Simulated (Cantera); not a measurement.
A perfectly stirred reactor is fed with CO : O2 : H2O : N2 = 0.003 : 0.0056 : 0.0032 : 1 (molar parts), equivalence ratio 0.27, at 550000 Pa; it is held at 1200 K, and followed from long to short residence time.

Computed with Cantera and GRI-Mech 3.0 (53 species, 325 reactions).

```json
[
 {"quantity": "x(CO) at τ = 0.860 s", "before": "0.000202", "after": "0.000128"},
 {"quantity": "x(O2) at τ = 0.860 s", "before": "0.00416", "after": "0.00412"},
 {"quantity": "x(H2O) at τ = 0.860 s", "before": "0.00316", "after": "0.00316"},
 {"quantity": "x(H2) at τ = 0.860 s", "before": "1.20e-6", "after": "2.91e-6"},
 {"quantity": "x(H) at τ = 0.860 s", "before": "3.81e-8", "after": "9.63e-7"},
 {"quantity": "x(CO) at τ = 77.0 ms", "before": "0.000998", "after": "0.000593"},
 {"quantity": "x(O2) at τ = 77.0 ms", "before": "0.00456", "after": "0.00434"},
 {"quantity": "x(H2O) at τ = 77.0 ms", "before": "0.00316", "after": "0.00314"},
 {"quantity": "x(H2) at τ = 77.0 ms", "before": "5.98e-6", "after": "1.30e-5"},
 {"quantity": "x(H) at τ = 77.0 ms", "before": "2.43e-7", "after": "8.12e-6"}
]
```

Q: Name the change that produced these shifts.
A) temperature 1200 to 1425 K
B) temperature 1200 to 900 K
C) temperature 1200 to 1275 K
D) pressure from 550000 Pa to 100000 Pa

A: D, pressure from 550000 Pa to 100000 Pa
